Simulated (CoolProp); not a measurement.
Saturation properties of normal hydrogen (Tc = -240.0 °C, pc = 12.96 bar, ω = -0.219).

The numbers come from the reference Helmholtz-energy equation of state, Leachman 2009 in CoolProp.

```
T (°C)   p (bar)  enthalpy of vaporisation (kJ/kg)  vapour viscosity (µPa s)
-------  -------  --------------------------------  ------------------------
-249.35    2.466                             423.4                      1.20
-248.65    2.883                             415.5                      1.24
-247.95    3.348                             406.5                      1.29
-247.25    3.862                             396.3                      1.34
-246.55    4.430                             384.7                      1.39
-245.75    5.147                             369.6                      1.45
-245.05    5.838                             354.5                      1.51
-244.35    6.593                             337.1                      1.58
-243.65    7.414                             317.2                      1.65
-242.95    8.305                             293.8                      1.74
-242.25    9.272                             265.8                      1.85
-241.55    10.32                             230.8                      1.98
-240.85    11.45                             182.5                      2.17
```

It boils at -252.8 °C under 1 atm.

Viscosity comes from a separate model (Muzny 2013).
